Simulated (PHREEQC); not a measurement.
A solution holds 0.03 mol/kgw CaCl2, 0.0099 mol/kgw Na2SO4 and 0.001 mol/kgw H4SiO4, at 25 °C. It is in equilibrium with CO2 at log p = -3.5 (atm). Otherwise closed; pH follows from the charge balance.

Equilibrium calculation in PHREEQC: Pitzer model, pitzer.dat.

```csv
quantity,before,after
pH,5.70,5.71
CO2 (mol/kgw),1.06e-5,1.06e-5
HCO3- (mol/kgw),2.93e-6,2.95e-6
H3SiO4- (mol/kgw),1.07e-7,1.02e-7
CO3-2 (mol/kgw),2.12e-10,1.68e-10
SI of SiO2(a) (SiO2),-0.33,-0.33
```

### Question
Which change was made?
(A) H4SiO4 from 0.001 to 0.0005 mol/kgw
(B) H4SiO4 replaced by Na2SiO3 at the same molality
(C) temperature from 25 to 30 °C
(D) CaCl2 from 0.03 to 0.015 mol/kgw

### Answer
D, CaCl2 from 0.03 to 0.015 mol/kgw

This is a speciation only: nothing precipitates in the calculation.
